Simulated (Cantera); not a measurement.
## Equilibrium for boron, boron nitride and boron oxide: borazine + O2 + H2 + H2O

Feed: 1 mol borazine, 0.56 mol O2, 59 mol H2, 2.5 mol H2O, held at 2.40 mbar.

Cantera equilibrium calculation (NASA polynomials, part measured and part estimated; ideal gas, pure solids and liquids). Candidate condensed phases: B, BN, B2O3, B3O3H3, H2O; 39 gas species. The feed counts by its element totals alone. Equilibrium is a limit: real reactors are often held back by kinetics, nucleation or transport.

From 1623 K to 2323 K nothing is condensed. The main B-bearing gas is HBO at 1623 K and BO at 2323 K.

```tsv
T (K)	x H2	x H	x BO	x HBO	x N2
1623	0.940	0.00137	0.000752	0.0235	0.0222
1723	0.936	0.00360	0.00180	0.0241	0.0222
1823	0.930	0.00853	0.00380	0.0238	0.0221
1923	0.919	0.0184	0.00705	0.0225	0.0219
2023	0.900	0.0368	0.0115	0.0199	0.0217
2123	0.868	0.0682	0.0167	0.0164	0.0213
2223	0.818	0.118	0.0217	0.0126	0.0207
2323	0.745	0.192	0.0257	0.00906	0.0198
```
x: gas mole fraction; nothing condenses.
